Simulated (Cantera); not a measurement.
A Cantera script and its output.

```python
import numpy as np
import cantera as ct

gas = ct.Solution("gri30.yaml")
gas.TPX = 675, 70000, {'CH4': 1, 'CO': 0.11, 'O2': 2.7, 'N2': 10.2, 'CO2': 0.29}
flame = ct.FreeFlame(gas, width=0.051)
flame.set_refine_criteria(ratio=3, slope=0.08, curve=0.16)
flame.transport_model = "mixture-averaged"
flame.solve(loglevel=0, auto=True)
flame.transport_model = "multicomponent"
flame.soret_enabled = True
flame.solve(loglevel=0, refine_grid=True)
z, T = flame.grid, flame.T
thick = (T[-1] - T[0]) / np.gradient(T, z).max()
show = ['CH4', 'CO', 'O2', 'O', 'H2O2', 'H2O']
print(f"laminar burning velocity  {flame.velocity[0] * 100:.3f} cm/s")
print(f"burnt temperature         {T[-1]:.1f} K")
print(f"thermal thickness         {thick * 1e3:.4f} mm")
print(f"grid points               {len(z)}")
z0 = z[flame.heat_release_rate.argmax()]
print(f"{'z/mm':>9s}{'T/K':>9s}{'u/(m/s)':>9s}" + "".join(f"{s:>11s}" for s in show))
rows = []
for k in (-3, -2, -1.5, -1, -0.5, -0.25, 0, 0.25, 0.5, 1, 2, 4, 8):
    zz = z0 + k * thick
    rows.append([k * thick, np.interp(zz, z, T), np.interp(zz, z, flame.velocity),
                 *(np.interp(zz, z, flame.X[gas.species_index(s)]) for s in show)])
    print(f"{rows[-1][0] * 1e3:9.3f}{rows[-1][1]:9.1f}{rows[-1][2]:9.3f}" + "".join(f"{x:11.3e}" for x in rows[-1][3:]))
```

Output:

```
laminar burning velocity  133.462 cm/s
burnt temperature         2161.5 K
thermal thickness         0.5125 mm
grid points               136
     z/mm      T/K  u/(m/s)        CH4         CO         O2          O       H2O2        H2O
   -1.537    675.1    1.335  6.988e-02  7.691e-03  1.887e-01  3.710e-12  8.766e-09  3.185e-05
   -1.025    676.4    1.339  6.967e-02  7.709e-03  1.885e-01  4.306e-10  1.010e-07  2.765e-04
   -0.769    681.4    1.350  6.910e-02  7.809e-03  1.881e-01  8.889e-09  4.842e-07  1.093e-03
   -0.512    714.8    1.420  6.623e-02  8.612e-03  1.857e-01  2.618e-07  2.728e-06  5.562e-03
   -0.256    965.2    1.932  4.995e-02  1.651e-02  1.652e-01  1.664e-05  9.665e-06  3.272e-02
   -0.128   1285.8    2.594  2.916e-02  2.914e-02  1.336e-01  1.555e-04  8.647e-06  6.622e-02
    0.000   1620.4    3.294  7.593e-03  4.224e-02  9.350e-02  1.270e-03  1.298e-06  1.026e-01
    0.128   1763.4    3.586  6.354e-04  4.007e-02  6.964e-02  4.270e-03  4.189e-07  1.190e-01
    0.256   1808.1    3.666  2.771e-05  3.205e-02  6.117e-02  5.884e-03  3.538e-07  1.221e-01
    0.512   1863.0    3.756  7.006e-08  2.254e-02  5.596e-02  6.059e-03  2.941e-07  1.227e-01
    1.025   1932.9    3.878  1.821e-11  1.642e-02  5.279e-02  5.051e-03  2.177e-07  1.250e-01
    2.050   2010.6    4.014 -6.111e-17  1.236e-02  5.041e-02  3.482e-03  1.503e-07  1.290e-01
    4.100   2078.8    4.132  8.164e-18  8.404e-03  4.839e-02  2.079e-03  1.048e-07  1.328e-01
```

Model: GRI-Mech 3.0 (53 species, 325 reactions), integrated in Cantera. Burning velocities carry a grid error of a few per cent, more on coarse grids.
